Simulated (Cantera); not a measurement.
## Premixed flame

A freely propagating, adiabatic, planar premixed flame of 7.94 % CH4, 15.9 % O2, 76.2 % N2, equivalence ratio 1.0, unburnt at 700 K and 3.65 atm; unity-Lewis-number transport, grid criteria slope 0.08 and curve 0.16, no radiation.

Cantera simulation using GRI-Mech 3.0 (53 species, 325 reactions); the numbers are that mechanism's predictions, not measurements. Unity Lewis numbers drop preferential diffusion, which matters most where H2 and H carry the flame. Burning velocities carry a grid error of a few per cent, more on coarse grids.

| z (mm) | T (K) | u (m/s) | x CH4 | x O2 | x H | x C2H4 | x N2O | x CO |
|---|---|---|---|---|---|---|---|---|
| -0.505 | 701 | 0.585 | 0.0793 | 0.159 | <1e-8 | 7.67e-7 | <1e-8 | 3.32e-5 |
| -0.337 | 710 | 0.592 | 0.0788 | 0.158 | <1e-8 | 6.00e-6 | <1e-8 | 0.000260 |
| -0.253 | 731 | 0.611 | 0.0774 | 0.156 | <1e-8 | 1.98e-5 | <1e-8 | 0.000858 |
| -0.168 | 828 | 0.693 | 0.0713 | 0.146 | 2.41e-8 | 8.18e-5 | 2.11e-8 | 0.00354 |
| -0.0842 | 1185 | 0.999 | 0.0478 | 0.110 | 3.62e-6 | 0.000318 | 8.29e-8 | 0.0139 |
| -0.0421 | 1525 | 1.30 | 0.0248 | 0.0740 | 9.38e-5 | 0.000489 | 1.45e-7 | 0.0242 |
| 0 | 1885 | 1.62 | 0.00344 | 0.0337 | 0.00216 | 0.000170 | 2.23e-7 | 0.0334 |
| 0.0421 | 2023 | 1.73 | 5.76e-5 | 0.0177 | 0.00407 | 1.68e-6 | 3.11e-7 | 0.0279 |
| 0.0842 | 2079 | 1.77 | 8.04e-7 | 0.0139 | 0.00344 | 1.02e-8 | 3.43e-7 | 0.0224 |
| 0.168 | 2143 | 1.82 | <1e-8 | 0.0108 | 0.00218 | <1e-8 | 3.45e-7 | 0.0174 |
| 0.337 | 2201 | 1.86 | <1e-8 | 0.00816 | 0.00114 | <1e-8 | 3.28e-7 | 0.0133 |
| 0.674 | 2243 | 1.89 | <1e-8 | 0.00607 | 0.000592 | <1e-8 | 2.85e-7 | 0.0100 |
| 1.35 | 2268 | 1.91 | <1e-8 | 0.00476 | 0.000358 | <1e-8 | 2.38e-7 | 0.00797 |
x: mole fraction of selected species; z is measured from the peak of heat release.

```
Property                      Value
------------------------  ---------
laminar burning velocity  58.4 cm/s
thermal thickness          0.168 mm
peak x(H)                   0.00407
peak x(C2H4)               0.000493
peak x(CO)                   0.0334
grid points                     136
```
